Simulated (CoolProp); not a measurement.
Vapour-liquid equilibrium of n-decane (1) + n-dodecane (2) at 1.47 bar; x and y are mole fractions of (1).

The numbers come from the multi-fluid Helmholtz-energy mixture model, Lemmon 2006 and Lemmon 2004; pair parameters Bell 2016 in CoolProp.

Problem. Give the bubble temperature and the first vapour's composition at x = 0.05, 0.65, 0.95. Is there an azeotrope?

Solution. x = 0.05: 502.8 K, y = 0.104; x = 0.65: 474.0 K, y = 0.826; x = 0.95: 464.0 K, y = 0.980. No azeotrope shows between x = 0.05 and 0.95.

Pair parameters are fitted to limited data, so mixtures are less certain than the pure fluids.
